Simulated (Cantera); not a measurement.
A perfectly stirred reactor is fed with C₂H₄ : H₂ = 1 : 4.6 (molar parts), at 0.00336 atm; it is held at 2000 K, and followed from long to short residence time.

Cantera simulation using GRI-Mech 3.0 (53 species, 325 reactions); the numbers are that mechanism's predictions, not measurements. GRI-Mech 3.0 was tuned for natural gas; its chemistry of ethylene as a main component is partial and can be far from experiment. GRI-Mech 3.0 stops at C3 and has no aromatics, soot or wall deposition, so with more carbon than oxygen in the feed, carbon stays in small species such as C2H2 where larger ones or solid carbon would form. Radical loss at walls, strong at low pressure, is not modelled.

**Question.** What does this change do: C2H4 1 to 1.3 parts?

**Answer.** 
```tsv
quantity	before	after
x(C₂H₄) at τ = 7.00 s	1.63e-5	1.95e-5
x(H₂) at τ = 7.00 s	0.836	0.808
x(C₂H) at τ = 7.00 s	4.37e-5	5.26e-5
x(C₂H₂) at τ = 7.00 s	0.150	0.179
x(CH₃) at τ = 7.00 s	1.57e-5	1.72e-5
x(C₂H₄) at τ = 0.100 s	0.00749	0.00902
x(H₂) at τ = 0.100 s	0.847	0.817
x(C₂H) at τ = 0.100 s	2.17e-6	2.65e-6
x(C₂H₂) at τ = 0.100 s	0.145	0.173
x(CH₃) at τ = 0.100 s	9.04e-7	1.10e-6
```

**Question.** What does this change do: 0.56 parts H2O added?

**Answer.** 
| quantity | before | after |
|---|---|---|
| x(C₂H₄) at τ = 7.00 s | 1.63e-5 | 1.79e-5 |
| x(H₂) at τ = 7.00 s | 0.836 | 0.819 |
| x(C₂H) at τ = 7.00 s | 4.37e-5 | 2.30e-5 |
| x(C₂H₂) at τ = 7.00 s | 0.150 | 0.0959 |
| x(CH₃) at τ = 7.00 s | 1.57e-5 | 0.000399 |
| x(C₂H₄) at τ = 0.100 s | 0.00749 | 0.00526 |
| x(H₂) at τ = 0.100 s | 0.847 | 0.780 |
| x(C₂H) at τ = 0.100 s | 2.17e-6 | 3.01e-6 |
| x(C₂H₂) at τ = 0.100 s | 0.145 | 0.134 |
| x(CH₃) at τ = 0.100 s | 9.04e-7 | 1.95e-5 |
